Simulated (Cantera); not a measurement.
Charge: 1 mol Cu₂O, 0.65 mol H₂, held at 1652 °C and 10000 Pa.

Equilibrium computed with Cantera from the NASA thermochemical tables; the gas is ideal and each condensed phase is pure. Candidate condensed phases: Cu, CuO, Cu(OH)₂, Cu₂O, H₂O; 12 gas species. Each liquid is taken as pure. Mutual solubility and eutectic melting of coexisting phases are not modelled. The numbers say what is thermodynamically allowed, not how fast it happens.

Base state: H₂O 0.886, O₂ 0.0849, Cu 0.0208, OH 0.00590, H₂ 0.00154, O 0.000339, CuO 0.000221, H 0.000119 (mole fractions); condensed: Cu(l) + Cu₂O(l).

Task: What changes in the equilibrium state with this change: temperature from 1652 °C to 377 °C?

Result: 
```
species         before    after
------------  --------  -------
H₂O              0.886     1.00
H₂             0.00154  5.64e-8
O₂              0.0849    <1e-9
Cu              0.0208    <1e-9
OH             0.00590    <1e-9
O             0.000339    <1e-9
CuO           0.000221    <1e-9
H             0.000119    <1e-9
Cu₂            6.60e-5    <1e-9
Cu(l), mol        1.54        0
Cu₂O(l), mol     0.225        0
Cu(s), mol           0     1.30
Cu₂O(s), mol         0    0.350
```
